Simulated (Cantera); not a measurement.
Feed: 1 mol Cu, 0.13 mol NH3, 37 mol N2, held at 1725 K and 0.100 bar.

Cantera equilibrium calculation (NASA polynomials, part measured and part estimated; ideal gas, pure solids and liquids). Candidate condensed phases: Cu; 11 gas species. Equilibrium is a limit: real reactors are often held back by kinetics, nucleation or transport.

Base state: N2 0.993, H2 0.00520, Cu 0.00219, H 4.24e-5 (mole fractions); condensed: Cu(l).

Question: What changes in the equilibrium state with this change: Cu replaced by Si?

Answer: 
```
species         before    after
-------------  -------  -------
N2               0.993    0.995
H2             0.00520  0.00531
H              4.24e-5  4.28e-5
Cu             0.00219        0
Cu(l), mol       0.918        0
Si3N4(s), mol        0    0.333
```
Further candidate phases: Si, Si3N4.
